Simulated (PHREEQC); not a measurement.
A column of 0.2 m (30 cells, dispersivity 0.01 m, 3600 s a shift, diffusion coefficient 3e-10 m²/s) holds 0.021 eq of the database's cation exchanger X per kg of pore water, first in equilibrium with 17 mmol/kgw NH4Cl and 0.01 mmol/kgw HCl. It is flushed with 2.3 mmol/kgw MnCl2, 12 mmol/kgw KCl and 0.01 mmol/kgw HCl, at 15 °C. Values are for the last cell. CO2 from the air is kept out. No solid was allowed to form.

The series has 31 steps of pore volumes, from 0 to 5.017.

Computed with PHREEQC (ion-association model, phreeqc.dat).

Problem. After how many pore volumes does K at the outlet first reach half of its feed value?

Solution. By 2.0 pore volumes.

Problem. After how many pore volumes does Mn at the outlet first reach half of its feed value?

Solution. By 3.2 pore volumes.
